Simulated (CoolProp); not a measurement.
Vapour-liquid equilibrium of toluene (1) + n-decane (2) at 540.8 K; x and y are mole fractions of (1).

Values from CoolProp's multi-fluid Helmholtz-energy mixture model, Lemmon 2006 and Lemmon 2006; pair parameters Bell 2016.

**Question.** Give the bubble pressure and the first vapour's composition at x = 0.15, 0.25, 0.65. Is there an azeotrope?

**Answer.** x = 0.15: 8.627 bar, y = 0.281; x = 0.25: 9.959 bar, y = 0.425; x = 0.65: 15.78 bar, y = 0.793. No azeotrope shows between x = 0.05 and 0.95.

The pair parameters rest on a limited set of measurements; away from them the model extrapolates.
